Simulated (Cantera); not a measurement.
## Equilibrium for hydrogen reduction and annealing atmospheres: ZrO2 + H2 + N2

Charge: 1 mol ZrO2, 4.9 mol H2, 2.4 mol N2, held at 1373.15 K and 1.33 mbar.

Cantera equilibrium calculation (NASA polynomials, part measured and part estimated; ideal gas, pure solids and liquids). Candidate condensed phases: H2O, Zr, ZrN, ZrO2; 28 gas species. The numbers say what is thermodynamically allowed, not how fast it happens.

| Quantity | Result |
|---|---|
| x(H2) | 0.671 |
| x(N2) | 0.329 |
| x(H) | 7.49e-5 |
| x(H2O) | 1.18e-6 |
| n(ZrO2(monoclinic)) | 1.000 mol |
| gas amount | 7.300 mol |
| log10 activity of Zr(β) (absent) | -7.37 |
